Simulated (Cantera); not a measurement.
Cantera run:

```python
import numpy as np
import cantera as ct

gas_names = """
    CL CL2 H HCL H2 Si SiCL SiCL2 SiCL3 SiCL4 SiH SiHCL3 SiH2 SiH2CL2 SiH3 SiH3CL SiH4 Si2 Si3
""".split()
cond_names = """
    Si(cr) Si(L)
""".split()


# ... load() reads the species with a 1 bar reference pressure and builds the phases ...
atoms = {
    'Si': {'Si': 1},
    'Cl2': {'CL': 2},
    'H2': {'H': 2},
}
top_T = {}  # K; cautious upper limits of use, not melting points


# ... equilibrate(T, P, feed) seeds the gas with the atoms and calls Mixture.equilibrate('TP', solver="vcs", rtol=1e-11, max_steps=5000) ...
results = []
feed = {'Si': 1, 'Cl2': 0.56, 'H2': 3.4}  # mol
P = 77000  # Pa
for T in [823, 923, 1023, 1123, 1223, 1323, 1423, 1523, 1623, 1723]:
    mix = equilibrate(T, P, feed)
    results.append((T, P, feed, dict(zip(mix.species_names, mix.species_moles))))

top = {s: max(r[3][s] / sum(r[3][g] for g in gas_names) for r in results) for s in gas_names}
cols = sorted((s for s in top if top[s] > 1e-06), key=lambda s: -top[s])[:7]
seen = [c for c in cond_names if any(r[3].get(c, 0) > 1e-12 for r in results)]
print("log10 of partial pressures in bar; condensed amounts in mol")
print(f"{'T/K':>10s}" + "".join(f"{s[:9]:>10s}" for s in cols + seen))
for T, P, feed, n in results:
    ng = sum(n[g] for g in gas_names)
    print(f"{T:10.4g}" + "".join(f"{np.log10(max(n[s] / ng * P / 1e5, 1e-99)):10.3f}" for s in cols)
          + "".join(f"{n.get(c, 0):10.4g}" for c in seen))
```

It prints:

```
log10 of partial pressures in bar; condensed amounts in mol
       T/K        H2       HCL     SiCL2     SiCL4    SiHCL3     SiCL3   SiH2CL2    Si(cr)     Si(L)
       823    -0.153    -2.893    -5.590    -1.411    -1.590    -4.477    -2.845    0.6876         0
       923    -0.154    -2.405    -4.499    -1.412    -1.609    -3.758    -2.815    0.6915         0
      1023    -0.157    -2.019    -3.631    -1.424    -1.634    -3.190    -2.800    0.6986         0
      1123    -0.161    -1.710    -2.933    -1.455    -1.673    -2.741    -2.802    0.7091         0
      1223    -0.169    -1.464    -2.373    -1.523    -1.739    -2.399    -2.829    0.7207         0
      1323    -0.180    -1.277    -1.939    -1.656    -1.853    -2.166    -2.893    0.7276         0
      1423    -0.191    -1.149    -1.627    -1.888    -2.041    -2.056    -3.011    0.7248         0
      1523    -0.201    -1.074    -1.433    -2.240    -2.316    -2.074    -3.186    0.7148         0
      1623    -0.207    -1.040    -1.330    -2.677    -2.653    -2.187    -3.402    0.7047         0
      1723    -0.210    -1.019    -1.288    -3.127    -3.005    -2.344    -3.638         0    0.7029
```

These are equilibrium values from Cantera (NASA tables, ideal gas, pure condensed phases), not measurements of a reactor. The tables' values for SiCl3, SiCl are old estimates; treat these amounts as uncertain. Gases not in the tables: Si2H6 and higher silanes.
